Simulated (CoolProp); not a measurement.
The fluid at 298.15 K and 3.27 MPa flows at 0.82 m/s in a round tube of 2 mm bore and 1.5 µm roughness, fully developed (64/Re and Nu = 3.66 if laminar; Colebrook and Gnielinski if turbulent). The same conditions are run with several fluids, on thermodynamics alone (safety and materials aside).

Values from CoolProp's reference Helmholtz-energy equation of state of each fluid (ammonia: Gao 2020; R22: Kamei 1995; n-pentane: Thol 2019; R125: Lemmon 2005).

Q: Rank ammonia, R22, n-pentane, R125 by Reynolds number, highest first.

A: R22 (14900), R125 (13200), ammonia (7420), n-pentane (5450)

```
fluid      Darcy friction factor  pressure drop (Pa/m)  heat-transfer coefficient (W/(m² K))  mass flow (kg/h)
---------  ---------------------  --------------------  ------------------------------------  ----------------
ammonia                   0.0345                  3500                                  7590              5.61
R22                       0.0292                  5920                                  2940              11.2
n-pentane                 0.0373                  3930                                  2000              5.80
R125                      0.0300                  6140                                  2390              11.3
```

Transport values come from each fluid's own correlations; those of R22, n-pentane are estimates that may be off by 10 % or more.
